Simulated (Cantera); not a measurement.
Charge: 1 mol Cr, 3.1 mol H2O, 18 mol H2, equilibrated at 1773 K and 35.0 Pa.

Method: chemical equilibrium by Gibbs-energy minimisation in Cantera with the NASA 1993 tables (ideal gas, pure condensed phases). Candidate condensed phases: Cr, Cr2O3, H2O; 13 gas species. Kinetics and transport are ignored.

Base state: H2 0.903, H2O 0.0795, H 0.0144, Cr 0.00298, CrO 0.000132, OH 7.88e-5 (mole fractions); condensed: Cr2O3(s).

Question: What changes in the equilibrium state with this change: Cr replaced by Ta?

Answer: 
```
species          before    after
-------------  --------  -------
H2                0.903    0.957
H2O              0.0795   0.0282
H                0.0144   0.0149
Cr              0.00298        0
CrO            0.000132        0
OH              7.88e-5  2.72e-5
Cr2O3(s), mol     0.467        0
Ta2O5(s), mol         0    0.500
```
Further candidate phases: Ta, Ta2O5.
